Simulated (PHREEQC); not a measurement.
PHREEQC input (ion-association model, phreeqc.dat):

```
SOLUTION 1
  temp 25
  units mol/kgw
  pH 7 charge
  K 0.093
END
SELECTED_OUTPUT 1
  -reset false
  -pH true
  -pe true
  -ionic_strength true
  -water true
  -totals K Oxg
  -molalities H+ K+ OH-
USER_PUNCH 1
  -headings p_Oxg(g) phi_Oxg(g) p_H2O(g) phi_H2O(g) density
  10 PUNCH PR_P("Oxg(g)"), PR_PHI("Oxg(g)"), PR_P("H2O(g)"), PR_PHI("H2O(g)"), RHO
PRINT
  -reset false
USE solution 1
REACTION_TEMPERATURE 1
  25
GAS_PHASE 1
  -fixed_pressure
  -pressure 2
  -temperature 25
  -volume 20
  Oxg(g) 2
  H2O(g) 0
END
# ... the last block is repeated for the other 12 points of P (atm)
```

Selected output (columns that matter, 13 of 13 rows; P (atm) added in front):

```
P (atm)	pH	mu	K	Oxg	m_K+	m_OH-	p_Oxg(g)	phi_Oxg(g)	p_H2O(g)	phi_H2O(g)	density
2	12.849	0.093044	0.093044	0.0024606	0.093044	0.093044	1.9681	0.99813	0.031869	0.9834	1.0018
5	12.848	0.093045	0.093045	0.0061698	0.093045	0.093045	4.9673	0.99535	0.032727	0.95968	1.0019
10	12.846	0.093047	0.093047	0.012245	0.093047	0.093047	9.9658	0.99078	0.034209	0.92143	1.0022
20	12.843	0.093052	0.093052	0.024009	0.093052	0.093052	19.963	0.98191	0.03737	0.84954	1.0026
30	12.839	0.093057	0.093057	0.035279	0.093057	0.093057	29.959	0.97338	0.040814	0.78346	1.0031
40	12.835	0.093063	0.093063	0.04608	0.093063	0.093063	39.955	0.96519	0.044559	0.72278	1.0035
50	12.832	0.093069	0.093069	0.056437	0.093069	0.093069	49.951	0.95734	0.048625	0.66712	1.004
75	12.823	0.093087	0.093087	0.080537	0.093087	0.093087	74.94	0.93917	0.060318	0.54754	1.0052
100	12.814	0.093109	0.093109	0.10234	0.093109	0.093109	99.926	0.92303	0.074419	0.45183	1.0063
150	12.796	0.093165	0.093165	0.14022	0.093165	0.093165	149.89	0.89649	0.11079	0.31458	1.0086
200	12.779	0.093236	0.093236	0.17202	0.093236	0.093236	199.84	0.87697	0.15903	0.22714	1.0108
300	12.745	0.093418	0.093418	0.22286	0.093418	0.093418	299.71	0.8555	0.29139	0.13314	1.0152
400	12.713	0.093631	0.093631	0.26229	0.093631	0.093631	399.53	0.85218	0.46571	0.089433	1.0195
```

Species that the database lacks are ignored.
